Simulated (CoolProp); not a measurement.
Properties of nitrogen along the isobar 20.2 MPa.

Values from CoolProp's reference Helmholtz-energy equation of state, Span 2000.

```json
[
 {"T (K)": "102.1", "phase": "liquid", "cv (kJ/(kg K))": "___", "isothermal compressibility (1/MPa)": "0.003739", "conductivity (mW/(m K))": "126"},
 {"T (K)": "114", "phase": "liquid", "cv (kJ/(kg K))": "0.9732", "isothermal compressibility (1/MPa)": "___", "conductivity (mW/(m K))": "109"},
 {"T (K)": "125.8", "phase": "liquid", "cv (kJ/(kg K))": "___", "isothermal compressibility (1/MPa)": "0.007105", "conductivity (mW/(m K))": "94.1"},
 {"T (K)": "137.7", "phase": "supercritical", "cv (kJ/(kg K))": "0.9161", "isothermal compressibility (1/MPa)": "0.009965", "conductivity (mW/(m K))": "81.0"},
 {"T (K)": "149.6", "phase": "supercritical", "cv (kJ/(kg K))": "0.8956", "isothermal compressibility (1/MPa)": "0.01388", "conductivity (mW/(m K))": "70.1"},
 {"T (K)": "161.4", "phase": "supercritical", "cv (kJ/(kg K))": "___", "isothermal compressibility (1/MPa)": "___", "conductivity (mW/(m K))": "61.5"},
 {"T (K)": "173.3", "phase": "supercritical", "cv (kJ/(kg K))": "0.8637", "isothermal compressibility (1/MPa)": "0.02397", "conductivity (mW/(m K))": "55.0"},
 {"T (K)": "185.2", "phase": "supercritical", "cv (kJ/(kg K))": "0.8501", "isothermal compressibility (1/MPa)": "0.02892", "conductivity (mW/(m K))": "50.0"}
]
```

Q: Complete the blanks.

A: 
- 102.1, cv (kJ/(kg K)): 1.013
- 114, isothermal compressibility (1/MPa): 0.005122
- 125.8, cv (kJ/(kg K)): 0.9416
- 161.4, cv (kJ/(kg K)): 0.8786
- 161.4, isothermal compressibility (1/MPa): 0.01870

Thermal conductivity comes from a separate model (Lemmon 2004).
